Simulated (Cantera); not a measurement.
What does this Cantera script print?

```python
import numpy as np
import cantera as ct

gas = ct.Solution("gri30.yaml", transport_model="mixture-averaged")
show = ['CH4', 'NH3', 'H2O']

rows = []
print(f"{'T/K':>7s}{'rho':>11s}{'cp':>10s}{'mu':>11s}{'lambda':>11s}{'Pr':>7s}" + "".join(f"{'D_' + s:>11s}" for s in show))
for T in [400, 600, 800, 1000, 1200, 1400, 1600]:
    gas.TPX = T, 410, {'NH3': 0.46}
    Pr = gas.cp_mass * gas.viscosity / gas.thermal_conductivity
    D = [gas.mix_diff_coeffs_mole[gas.species_index(s)] for s in show]
    rows.append([gas.density, gas.cp_mass, gas.viscosity, gas.thermal_conductivity, Pr, *D])
    print(f"{T:7g}{gas.density:11.4e}{gas.cp_mass:10.1f}{gas.viscosity:11.4e}"
          f"{gas.thermal_conductivity:11.4e}{Pr:7.3f}" + "".join(f"{d:11.4e}" for d in D))
print("SI units: kg/m3, J/kg/K, Pa s, W/m/K, m2/s")
```

It prints:

```
    T/K        rho        cp         mu     lambda     Pr      D_CH4      D_NH3      D_H2O
    400 2.0996e-03    2269.4 1.3919e-05 4.4299e-02  0.713 9.5565e-03 0.0000e+00 8.6677e-03
    600 1.3997e-03    2662.0 2.0904e-05 7.7415e-02  0.719 2.0400e-02 0.0000e+00 1.9877e-02
    800 1.0498e-03    3009.3 2.7504e-05 1.1483e-01  0.721 3.4250e-02 0.0000e+00 3.5263e-02
   1000 8.3983e-04    3319.2 3.3637e-05 1.5410e-01  0.725 5.0717e-02 0.0000e+00 5.4382e-02
   1200 6.9986e-04    3579.5 3.9333e-05 1.9377e-01  0.727 6.9544e-02 0.0000e+00 7.6888e-02
   1400 5.9988e-04    3801.7 4.4647e-05 2.3303e-01  0.728 9.0551e-02 0.0000e+00 1.0250e-01
   1600 5.2489e-04    3989.7 4.9632e-05 2.7137e-01  0.730 1.1361e-01 0.0000e+00 1.3100e-01
SI units: kg/m3, J/kg/K, Pa s, W/m/K, m2/s
```

Detailed kinetics in Cantera: GRI-Mech 3.0 (53 species, 325 reactions). Polar gases are described roughly by these parameters. The composition is frozen, though it would react at the higher temperatures.
